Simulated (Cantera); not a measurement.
Input (Python, Cantera) and output of one run.

```python
import numpy as np
import cantera as ct

gas_names = """
    H HO2 H2 H2O H2O2 H2S H2SO4 O OH O2 O3 S SH SO SO2 SO3 S2 S2O S8
""".split()
cond_names = """
    H2O(s) H2O(L) H2SO4(L) S(cr1) S(cr2) S(L)
""".split()


# ... load() reads the species with a 1 bar reference pressure and builds the phases ...
atoms = {
    'H2S': {'H': 2, 'S': 1},
    'H2': {'H': 2},
    'O2': {'O': 2},
}
top_T = {}  # K; cautious upper limits of use, not melting points


# ... equilibrate(T, P, feed) seeds the gas with the atoms and calls Mixture.equilibrate('TP', solver="vcs", rtol=1e-11, max_steps=5000) ...
results = []
T = 2223.15  # K
P = 810000  # Pa
for m in [0.15, 0.34, 0.52, 0.7, 0.89, 1.1, 1.3]:
    feed = {'H2S': 1, 'H2': m, 'O2': 0.33}  # mol
    mix = equilibrate(T, P, feed)
    results.append((T, P, feed, dict(zip(mix.species_names, mix.species_moles))))

top = {s: max(r[3][s] / sum(r[3][g] for g in gas_names) for r in results) for s in gas_names}
cols = sorted((s for s in top if top[s] > 0.0001), key=lambda s: -top[s])[:9]
seen = [c for c in cond_names if any(r[3].get(c, 0) > 1e-12 for r in results)]
print("log10 of partial pressures in bar; condensed amounts in mol")
print(f"{'n(H2)':>10s}" + "".join(f"{s[:9]:>10s}" for s in cols + seen))
for T, P, feed, n in results:
    ng = sum(n[g] for g in gas_names)
    print(f"{feed['H2']:10.4g}" + "".join(f"{np.log10(max(n[s] / ng * P / 1e5, 1e-99)):10.3f}" for s in cols)
          + "".join(f"{n.get(c, 0):10.4g}" for c in seen))
```

Result:

```
log10 of partial pressures in bar; condensed amounts in mol
     n(H2)        H2       H2O        S2       H2S        SH       SO2        SO       S2O         S
      0.15     0.306     0.445     0.249    -0.035    -0.675    -0.671    -0.968    -1.498    -1.802
      0.34     0.377     0.427     0.191     0.006    -0.668    -0.877    -1.085    -1.644    -1.830
      0.52     0.432     0.404     0.136     0.034    -0.668    -1.060    -1.190    -1.777    -1.858
       0.7     0.478     0.379     0.082     0.053    -0.672    -1.229    -1.288    -1.902    -1.885
      0.89     0.518     0.352     0.026     0.066    -0.680    -1.393    -1.384    -2.026    -1.913
       1.1     0.556     0.322    -0.033     0.073    -0.691    -1.557    -1.481    -2.153    -1.943
       1.3     0.585     0.294    -0.087     0.076    -0.703    -1.700    -1.566    -2.265    -1.970
```

Equilibrium computed with Cantera from the NASA thermochemical tables; the gas is ideal and each condensed phase is pure.
